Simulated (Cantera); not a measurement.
Mixture: 4.50 % CH4, 0.629 % CO, 8.54 % O2, 79.6 % N2, 6.74 % H2O, equivalence ratio 1.1, at 4430 Torr, adiabatic and at constant pressure. Ignition delay is the time to a rise of 400 K.

Cantera simulation using GRI-Mech 3.0 (53 species, 325 reactions); the numbers are that mechanism's predictions, not measurements.

### Question
Predict: delay at 1175 K; delay at 1325 K; delay at 1475 K; delay at 1625 K; delay at 1775 K; apparent activation energy between 1700 and 1850 K.

### Answer
- delay at 1175 K: 35.0 ms
- delay at 1325 K: 5.89 ms
- delay at 1475 K: 1.13 ms
- delay at 1625 K: 0.238 ms
- delay at 1775 K: 62.6 µs
- apparent activation energy between 1700 and 1850 K: 210 kJ/mol
